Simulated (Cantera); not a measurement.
## Adiabatic ignition

An adiabatic, constant-pressure homogeneous reactor starts with CH₄ : O₂ : N₂ = 1 : 1.54 : 5.78 (molar parts), equivalence ratio 1.3, at 1225 K and 500000 Pa.

Computed with Cantera and GRI-Mech 3.0 (53 species, 325 reactions).

```csv
t (s),T (K),x CH₄,x O₂,x NO,x CH₃,x HCN,x CH₂CO,x H₂
2.00e-6,1225,0.120,0.185,<1e-12,1.68e-8,<1e-12,<1e-12,1.18e-10
8.60e-6,1225,0.120,0.185,<1e-12,7.41e-8,<1e-12,<1e-12,7.13e-10
3.69e-5,1225,0.120,0.185,<1e-12,3.66e-7,<1e-12,<1e-12,7.26e-9
0.000159,1225,0.120,0.185,<1e-12,2.64e-6,<1e-12,<1e-12,1.92e-7
0.000682,1225,0.120,0.185,<1e-12,8.97e-6,<1e-12,1.13e-10,5.06e-6
0.00293,1228,0.120,0.185,<1e-12,1.49e-5,<1e-12,1.94e-8,6.95e-5
0.0126,2706,<1e-12,0.000894,0.00191,1.97e-12,2.57e-8,<1e-12,0.0405
0.0541,2706,<1e-12,0.000894,0.00191,1.97e-12,2.57e-8,<1e-12,0.0405
0.233,2706,<1e-12,0.000894,0.00191,1.97e-12,2.57e-8,<1e-12,0.0405
1.00,2706,<1e-12,0.000894,0.00191,1.97e-12,2.57e-8,<1e-12,0.0405
```
x: mole fraction; the columns are a selection and need not sum to one.

```json
{
 "time_of_steepest_temperature_rise": "8.35 ms",
 "temperature at 1.00 s": "2706 K",
 "equilibrium_temperature": "2706 K",
 "x(CH₄) at 1.00 s": "<1e-12 (gas-phase equilibrium 1.04e-12)",
 "x(O₂) at 1.00 s": "0.000894 (gas-phase equilibrium 0.000894)",
 "x(NO) at 1.00 s": "0.00191 (gas-phase equilibrium 0.00191)"
}
```
